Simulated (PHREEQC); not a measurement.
# Polishing slurry liquid: speciation

Solution (56 °C): 0.0096 mol/kgw K2CO3, 0.091 mol/kgw KNO3 and 0.076 mol/kgw KH2PO4. Closed to the air; pH follows from the charge balance.

The numbers come from PHREEQC with the ion-association model, phreeqc.dat.

Each row changes one thing in this solution. No solid was allowed to form.

| case | pH | ionic strength (mol/kgw) |
|---|---|---|
| as made | 6.06 | 0.198 |
| K2CO3 from 0.0096 to 0.00192 mol/kgw | 5.39 | 0.174 |
| temperature from 56 to 50 °C | 6.08 | 0.198 |
| K2CO3 replaced by KF at the same molality | 4.64 | 0.177 |
| KH2PO4 from 0.076 to 0.0076 mol/kgw | 9.18 | 0.126 |
| temperature from 56 to 30 °C | 6.13 | 0.198 |
| KH2PO4 replaced by KCl at the same molality | 10.29 | 0.194 |
| KNO3 from 0.091 to 0.1 mol/kgw | 6.06 | 0.207 |
| KH2PO4 from 0.076 to 0.0152 mol/kgw | 7.09 | 0.135 |

Constants without temperature data keep their 25 °C values here.
